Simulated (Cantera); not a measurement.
Feed: 1 mol Cu, 1.7 mol HF, at 825 °C and 45.0 mbar.

Cantera equilibrium calculation (NASA polynomials, part measured and part estimated; ideal gas, pure solids and liquids). Candidate condensed phases: Cu, CuF2; 15 gas species. The numbers say what is thermodynamically allowed, not how fast it happens.

Base state: HF 1.000, CuF 1.44e-5 (mole fractions); condensed: Cu(s).

Question: What changes in the equilibrium state with this change: temperature from 825 °C to 1200 °C?

Answer: 
| species | before | after |
|---|---|---|
| HF | 1.000 | 0.998 |
| CuF | 1.44e-5 | 0.00153 |
| H2 | 7.23e-6 | 0.000764 |
| Cu | 1.24e-8 | 0.000115 |
| Cu(s), mol | 1.000 | 0 |
| Cu(l), mol | 0 | 0.997 |
